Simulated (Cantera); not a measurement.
A closed system holds: 1 mol FeS, 2.2 mol H2S, 1.9 mol O2, 0.96 mol SO2, held at 923.15 K and 26.3 Torr.

These are equilibrium values from Cantera (NASA tables, ideal gas, pure condensed phases), not measurements of a reactor. Candidate condensed phases: Fe, FeO, Fe(OH)2, Fe(OH)3, FeS, FeSO4, FeS2, Fe2O3, Fe2(SO4)3, Fe3O4, H2O, H2SO4, S; 22 gas species. FeS: taken at fixed stoichiometry. Gases not in the tables: S3 to S7. The numbers say what is thermodynamically allowed, not how fast it happens.

Problem. What is the equilibrium state?

Solution. 
```
Item                                    Result
-----------------------------------  ---------
x(H2O)                                   0.442
x(SO2)                                   0.396
x(S2)                                    0.124
x(H2S)                                  0.0326
x(S2O)                                 0.00345
x(H2)                                  0.00148
x(SO)                                  1.68e-5
x(SH)                                  5.27e-6
n(FeS(s))                             1.00 mol
gas amount                           4.620 mol
log10 activity of S(l) (absent)          -1.32
log10 activity of Fe(α) (absent)         -4.58
log10 activity of FeSO4(s) (absent)      -6.38
```
